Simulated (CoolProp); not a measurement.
Vapour-liquid equilibrium of hydrogen sulfide (1) + n-butane (2) at 0.102 MPa; x and y are mole fractions of (1).

Computed with CoolProp (multi-fluid Helmholtz-energy mixture model, Lemmon 2006 and Bücker 2006; pair parameters Kunz 2012).

```
x      bubble temperature (K)  y at the bubble point  dew temperature at overall composition x (K)  liquid density (mol/L)
-----  ----------------------  ---------------------  --------------------------------------------  ----------------------
0.05                    251.7                  0.596                                         271.5                   10.97
0.125                   234.7                  0.836                                         269.4                   11.73
0.2                     226.5                  0.902                                         267.2                   12.44
0.275                   222.2                  0.928                                         264.8                   13.18
0.35                    219.7                  0.941                                         262.2                   14.01
0.425                   218.2                  0.948                                         259.4                   14.95
0.5                     217.3                  0.953                                         256.2                   16.01
0.575                   216.7                  0.956                                         252.7                   17.23
0.65                    216.1                  0.959                                         248.7                   18.62
0.725                   215.7                  0.963                                         244.0                   20.21
0.8                     215.1                  0.967                                         238.1                   22.01
0.875                   214.4                  0.974                                         230.2                   24.02
0.95                    213.6                  0.987                                         217.9                   26.26
```

No azeotrope shows between x = 0.05 and 0.95.

The pair parameters rest on a limited set of measurements; away from them the model extrapolates. With so large a gap from Raoult's law the liquid may split in two, which this calculation doesn't test in full.
